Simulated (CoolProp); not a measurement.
Vapour-liquid equilibrium of n-butane (1) + cis-2-butene (2) at 40.5 kPa; x and y are mole fractions of (1).

Computed with CoolProp (multi-fluid Helmholtz-energy mixture model, Bücker 2006 and Lemmon 2005; pair parameters Bell 2016).

Problem. Give the bubble temperature and the first vapour's composition at x = 0.35, 0.8, 0.95. Is there an azeotrope?

Solution. x = 0.35: 252.9 K, y = 0.400; x = 0.8: 251.3 K, y = 0.821; x = 0.95: 250.9 K, y = 0.956. No azeotrope shows between x = 0.05 and 0.95.

The pair parameters rest on a limited set of measurements; away from them the model extrapolates.
